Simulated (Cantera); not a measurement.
An isothermal, constant-pressure homogeneous reactor starts with H2 : O2 : N2 = 0.4 : 1 : 16 (molar parts), equivalence ratio 0.20, at 900 K and 0.227 atm. Integrator tolerance rtol = 1e-08.

Model: the H2/O2 subset of GRI-Mech 3.0, which has no nitrogen chemistry, integrated in Cantera. Below about 950 K walls govern HO2 and H2O2 in real vessels.

What does this change do: pressure from 0.227 atm to 0.740 atm?


| quantity | before | after |
|---|---|---|
| x(H2) at 3.00 s | 1.96e-5 (gas-phase equilibrium <1e-12) | 0.00376 (gas-phase equilibrium <1e-12) |
| x(O2) at 3.00 s | 0.0465 (gas-phase equilibrium 0.0465) | 0.0483 (gas-phase equilibrium 0.0465) |
| x(O) at 3.00 s | 4.50e-8 (gas-phase equilibrium 2.44e-12) | 8.49e-8 (gas-phase equilibrium 1.35e-12) |
| x(H) at 3.00 s | 1.60e-9 (gas-phase equilibrium <1e-12) | 5.68e-8 (gas-phase equilibrium <1e-12) |
| x(HO2) at 3.00 s | 3.45e-7 (gas-phase equilibrium 1.70e-11) | 8.78e-6 (gas-phase equilibrium 2.28e-11) |
